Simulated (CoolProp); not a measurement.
Vapour-liquid equilibrium of R125 (1) + ethanol (2) at 146 kPa; x and y are mole fractions of (1).

Values from CoolProp's multi-fluid Helmholtz-energy mixture model, Lemmon 2005 and Schroeder 2014; pair parameters Bell 2016.

| x | bubble temperature (K) | y at the bubble point | dew temperature at overall composition x (K) | liquid density (mol/L) |
|---|---|---|---|---|
| 0.05 | 288.5 | 0.969 | 359.7 | ___ |
| 0.125 | 261.5 | ___ | 357.5 | 16.98 |
| 0.2 | 251.7 | ___ | 355.1 | 16.73 |
| 0.275 | 246.5 | 0.999 | 352.5 | 16.41 |
| 0.35 | 243.4 | 0.999 | 349.7 | ___ |
| 0.425 | ___ | 0.999 | ___ | ___ |
| 0.5 | 239.9 | 0.999 | 343.2 | 15.27 |
| 0.575 | 238.8 | 1.000 | 339.4 | 14.87 |
| 0.65 | 237.9 | 1.000 | 334.9 | 14.45 |
| 0.725 | 237.1 | 1.000 | 329.5 | ___ |
| 0.8 | 236.2 | 1.000 | 322.7 | 13.60 |
| 0.875 | 235.2 | 1.000 | 313.2 | 13.15 |
| 0.95 | 233.9 | 1.000 | 296.5 | 12.69 |

**Question.** Some entries are withheld; supply them.

**Answer.** 
- 0.05, liquid density (mol/L): 16.91
- 0.125, y at the bubble point: 0.995
- 0.2, y at the bubble point: 0.998
- 0.35, liquid density (mol/L): 16.05
- 0.425, bubble temperature (K): 241.3
- 0.425, dew temperature at overall composition x (K): 346.6
- 0.425, liquid density (mol/L): 15.67
- 0.725, liquid density (mol/L): 14.03

No azeotrope shows between x = 0.05 and 0.95.

Pair parameters are fitted to limited data, so mixtures are less certain than the pure fluids. With so large a gap from Raoult's law the liquid may split in two, which this calculation doesn't test in full.
